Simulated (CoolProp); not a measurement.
The fluid at 398.75 K and 0.633 MPa (gas) is heated at constant pressure to 525.5 K. The same conditions are run with several fluids, on thermodynamics alone (safety and materials aside).

Values from CoolProp's reference Helmholtz-energy equation of state of each fluid (oxygen: Schmidt 1985; isobutane: Bücker 2006; propane: Lemmon 2009).

Rank oxygen, isobutane, propane by heat (kJ/kg), highest first.

isobutane (311), propane (307), oxygen (122)

```tsv
fluid	final density (kg/m³)
oxygen	4.63
isobutane	8.64
propane	6.49
```

Above 300 K oxygen's equation is extrapolated.
